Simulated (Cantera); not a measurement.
Cantera run:

```python
import numpy as np
import cantera as ct

gas_names = """
    O3
""".split()
cond_names = """
    V2O3(s) V2O3(L) V2O5(s) V2O5(L)
""".split()


# ... load() reads the species with a 1 bar reference pressure and builds the phases ...
species = {s.name: s for s in load("nasa_gas.yaml", gas_names) + load("nasa_condensed.yaml", cond_names)}
# Each term lists the table entries of one substance; the one whose range holds T is used.
reactions = {
    '2 O3(g) + 3 V2O3 = 3 V2O5':
        [(-2, ['O3']), (-3, ['V2O3(s)', 'V2O3(L)']), (3, ['V2O5(s)', 'V2O5(L)'])],
}


def pick(names, T):
    return next(species[n] for n in names if species[n].thermo.min_temp <= T <= species[n].thermo.max_temp)


results = []
for label, terms in reactions.items():
    print(label)
    print("     T/K   dH/kJ  dS/(J/K)   dG/kJ   log10 K")
    for T in [300, 1300, 1400, 1500, 1600, 1700, 1800, 1900, 2000, 2100, 2200, 2300]:
        used = [(nu, pick(names, T)) for nu, names in terms]
        dH = sum(nu * s.thermo.h(T) for nu, s in used) / 1e6
        dS = sum(nu * s.thermo.s(T) for nu, s in used) / 1e3
        dG = dH - T * dS / 1e3
        logK = -dG * 1e6 / (ct.gas_constant * T * np.log(10))
        results.append((label, T, dH, dS, dG, logK, [s.name for _, s in used]))
        print(f"{T:8g} {dH:8.1f} {dS:8.1f} {dG:8.1f} {logK:8.2f}")
```

Output:

```
2 O3(g) + 3 V2O3 = 3 V2O5
     T/K   dH/kJ  dS/(J/K)   dG/kJ   log10 K
     300  -1279.1   -380.8  -1164.8   202.81
    1300  -1059.6   -143.4   -873.3    35.09
    1400  -1058.3   -142.3   -859.0    32.05
    1500  -1058.0   -142.2   -844.8    29.42
    1600  -1059.1   -142.8   -830.5    27.11
    1700  -1061.4   -144.3   -816.2    25.08
    1800  -1065.2   -146.4   -801.7    23.26
    1900  -1070.3   -149.2   -786.9    21.63
    2000  -1076.9   -152.6   -771.8    20.16
    2100  -1085.0   -156.5   -756.3    18.81
    2200  -1094.6   -160.9   -740.5    17.58
    2300  -1105.6   -165.9   -724.1    16.45
```

Standard-state values (1 bar) from the NASA 1993 polynomials, evaluated with Cantera. Condensed species are held in their standard states even where they would react or evaporate.
